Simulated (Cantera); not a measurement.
Input: 1 mol Cu, 0.078 mol H2O, 45 mol CO, held at 900 K and 2.30 bar.

Method: chemical equilibrium by Gibbs-energy minimisation in Cantera with the NASA 1993 tables (ideal gas, pure condensed phases). Candidate condensed phases: C, C6H6, C7H8, C8H18, Cu, CuO, Cu(OH)2, Cu2O, H2O; 113 gas species. Kinetics and transport are ignored.

Problem. What is the equilibrium state?

Solution. 
```
Item                                      Result
-------------------------------------  ---------
x(CO2)                                     0.755
x(CO)                                      0.242
x(H2O)                                   0.00174
x(H2)                                    0.00129
x(CH4)                                   1.19e-6
n(C(graphite))                          19.4 mol
n(Cu(s))                                1.00 mol
gas amount                             25.71 mol
log10 activity of Cu(OH)2(s) (absent)     -12.36
```
